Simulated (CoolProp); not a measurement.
Saturation properties of CH3F (R41) (Tc = 317.3 K, pc = 5906 kPa, ω = 0.200).

Model: reference Helmholtz-energy equation of state, Lemmon 2006, in CoolProp. It is a short technical equation, of lower accuracy than the large ones.

```tsv
T (K)	p (kPa)	liquid density (kg/m³)	vapour density (kg/m³)	enthalpy of vaporisation (kJ/kg)	surface tension (mN/m)
181.7	46.45	907.9	1.075	505.2	17.6
189	72.83	893.1	1.634	495.6	16.4
196.2	109.4	878.2	2.390	485.7	15.3
203.4	159.2	862.9	3.395	475.4	14.1
210.7	226.2	847.0	4.726	464.4	13.0
217.9	312.0	830.7	6.408	453.0	11.9
225.1	420.8	813.9	8.528	440.9	10.9
232.4	558.5	796.2	11.21	427.9	9.82
```

It boils at 194.8 K under 1 atm.

Surface tension comes from a separate correlation (Mulero 2012).
